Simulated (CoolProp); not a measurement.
Vapour-liquid equilibrium of benzene (1) + ethylbenzene (2) at 0.00801 MPa; x and y are mole fractions of (1).

The numbers come from the multi-fluid Helmholtz-energy mixture model, Thol 2012 and Zhou 2012; pair parameters Bell 2016 in CoolProp.

Give the bubble temperature and the first vapour's composition at x = 0.275, 0.725, 0.875. Is there an azeotrope?

x = 0.275: 40.3 °C, y = 0.738; x = 0.725: 21.9 °C, y = 0.968; x = 0.875: 18.0 °C, y = 0.989. No azeotrope shows between x = 0.05 and 0.95.

The pair parameters rest on a limited set of measurements; away from them the model extrapolates.
